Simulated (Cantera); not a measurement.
Charge: 1 mol Fe(CO)₅, a varied amount of O₂, 0.38 mol H₂, held at 1648 K and 150000 Pa.

These are equilibrium values from Cantera (NASA tables, ideal gas, pure condensed phases), not measurements of a reactor. Candidate condensed phases: C, C₆H₆, C₇H₈, C₈H₁₈, Fe, Fe(CO)₅, FeO, Fe(OH)₂, Fe(OH)₃, Fe₂O₃, Fe₃O₄, H₂O; 114 gas species. Mutual solubility and eutectic melting of coexisting phases are not modelled. The tables' stoichiometric FeO is somewhat more stable than real wüstite, so its field is too wide. FeO: taken at fixed stoichiometry. Equilibrium is a limit: real reactors are often held back by kinetics, nucleation or transport.

### Question
Which condensed phases are stable at each of these points (n(O₂) (mol)): 0.054, 0.096, 0.17, 0.3, 0.52, 0.92, 1.6, 2.9?

### Answer
```tsv
n(O₂) (mol)	condensed phases	Fe condensed (%)
0.054	Fe(γ)	100.0
0.096	Fe(γ)	100.0
0.17	Fe(γ)	100.0
0.3	Fe(γ)	100.0
0.52	Fe(γ) + FeO(s)	100.0
0.92	FeO(s)	100.0
1.6	FeO(s)	100.0
2.9	FeO(s)	100.0
```

From 0.054 mol O₂ to 0.3 mol O₂ the condensed part is Fe(γ). At 0.52 mol O₂ the condensed part is Fe(γ) + FeO(s). From 0.92 mol O₂ to 2.9 mol O₂ the condensed part is FeO(s).
